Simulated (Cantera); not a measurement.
An isothermal, constant-pressure homogeneous reactor starts with 5.56 % CH4, 94.4 % N2, at 1975 K and 12.8 Torr.

Cantera simulation using GRI-Mech 3.0 (53 species, 325 reactions); the numbers are that mechanism's predictions, not measurements. GRI-Mech 3.0 stops at C3 and has no aromatics, soot or wall deposition, so with more carbon than oxygen in the feed, carbon stays in small species such as C2H2 where larger ones or solid carbon would form. Radical loss at walls, strong at low pressure, is not modelled.

**Question.** Predict: x(CH4) at 10.0 s; x(H2) at 10.0 s; x(C2H2) at 10.0 s; x(HCN) at 10.0 s; x(C2H4) at 10.0 s.

**Answer.** 
```json
{
  "x(CH4) at 10.0 s": "1.74e-7 (gas-phase equilibrium 4.42e-7)",
  "x(H2) at 10.0 s": "0.0774 (gas-phase equilibrium 0.0774)",
  "x(C2H2) at 10.0 s": "0.0262 (gas-phase equilibrium 0.00466)",
  "x(HCN) at 10.0 s": "0.000192 (gas-phase equilibrium 0.0432)",
  "x(C2H4) at 10.0 s": "2.65e-7 (gas-phase equilibrium 4.73e-8)"
}
```
